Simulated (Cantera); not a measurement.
A closed system holds: 1 mol SiH4, 110 mol N2, equilibrated at 0.00133 bar.

Equilibrium computed with Cantera from the NASA thermochemical tables; the gas is ideal and each condensed phase is pure. Candidate condensed phases: Si, Si3N4; 18 gas species. N2 is the only nitrogen source here; it is nearly inert below about 1500 K, so the nitride shown seldom forms there in practice. The tables' values for SiN are old estimates; treat these amounts as uncertain. Equilibrium is a limit: real reactors are often held back by kinetics, nucleation or transport.

x: gas mole fraction; n: condensed amount in mol.

| T (°C) | x N2 | x H2 | x Si | x H | x Si2N | n Si3N4(s) | n Si(l) |
|---|---|---|---|---|---|---|---|
| 1075 | 0.982 | 0.0180 | ? | 8.49e-6 | 2.31e-12 | 0.333 | 0 |
| 1125 | 0.982 | 0.0180 | ? | 1.74e-5 | 3.85e-11 | 0.333 | 0 |
| 1175 | 0.982 | 0.0179 | ? | 3.38e-5 | 5.26e-10 | 0.333 | 0 |
| 1225 | 0.982 | 0.0179 | ? | 6.30e-5 | 6.01e-9 | 0.333 | 0 |
| 1275 | 0.982 | 0.0179 | ? | 0.000113 | 5.85e-8 | 0.333 | 0 |
| 1325 | 0.982 | 0.0179 | ? | 0.000195 | 4.92e-7 | 0.332 | 0 |
| 1375 | 0.982 | 0.0178 | ? | 0.000325 | 3.62e-6 | 0.328 | 0 |
| 1425 | 0.981 | 0.0176 | ? | 0.000525 | 1.97e-5 | 0 | 0.938 |
| 1475 | 0.981 | 0.0174 | ? | 0.000826 | 3.49e-5 | 0 | 0.865 |
| 1525 | 0.979 | 0.0172 | ? | 0.00126 | 6.00e-5 | 0 | 0.717 |

Task: What belongs in the gaps?

Result: 
- 1075, x Si: 1.67e-9
- 1125, x Si: 1.52e-8
- 1175, x Si: 1.18e-7
- 1225, x Si: 8.02e-7
- 1275, x Si: 4.80e-6
- 1325, x Si: 2.56e-5
- 1375, x Si: 0.000123
- 1425, x Si: 0.000493
- 1475, x Si: 0.00109
- 1525, x Si: 0.00231
